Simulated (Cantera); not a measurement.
Metals in furnace atmospheres: Fe + O₂ + CO

Charge: 1 mol Fe, 0.32 mol O₂, a varied amount of CO, held at 1227 °C and 1.33 mbar.

Cantera equilibrium calculation (NASA polynomials, part measured and part estimated; ideal gas, pure solids and liquids). Candidate condensed phases: C, Fe, Fe(CO)₅, FeO, Fe₂O₃, Fe₃O₄; 15 gas species. Mutual solubility and eutectic melting of coexisting phases are not modelled. The tables' stoichiometric FeO is somewhat more stable than real wüstite, so its field is too wide. FeO: taken at fixed stoichiometry. The numbers say what is thermodynamically allowed, not how fast it happens.

At 3.6 mol CO the condensed part is Fe(γ) + FeO(s). From 9.4 mol CO to 38 mol CO the condensed part is Fe(γ). The main Fe-bearing gas is Fe throughout.

```csv
n(CO) (mol),log p CO,log p CO₂,log p Fe,log p FeO,log p O,n Fe(γ),n FeO(s)
3.6,-2.94,-3.73,-6.82,-9.60,-11.49,0.861,0.139
9.4,-2.91,-4.04,-6.82,-9.95,-11.84,0.999,0
15,-2.89,-4.25,-6.82,-10.16,-12.05,0.998,0
21,-2.89,-4.39,-6.82,-10.31,-12.20,0.998,0
27,-2.89,-4.50,-6.82,-10.43,-12.32,0.997,0
32,-2.88,-4.57,-6.82,-10.50,-12.39,0.996,0
38,-2.88,-4.65,-6.82,-10.58,-12.47,0.996,0
```
log p: log10 of the partial pressure in bar; n: condensed amount in mol.
